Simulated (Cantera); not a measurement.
Mixture: CH4 : O2 : N2 : H2O = 1 : 2.94 : 11.1 : 0.57 (molar parts), equivalence ratio 0.68, at 1.01 bar, adiabatic and at constant volume. Ignition delay is the time to a rise of 400 K.

Cantera simulation using GRI-Mech 3.0 (53 species, 325 reactions); the numbers are that mechanism's predictions, not measurements.

Problem. What does this change do: pressure from 1.01 bar to 5.00 bar?

Solution. 
```tsv
quantity	before	after
delay at 1050 K	0.387 s	66.8 ms
delay at 1250 K	19.5 ms	4.42 ms
delay at 1450 K	1.74 ms	0.482 ms
delay at 1650 K	0.282 ms	76.8 µs
apparent activation energy between 1550 and 1750 K	170 kJ/mol	180 kJ/mol
```
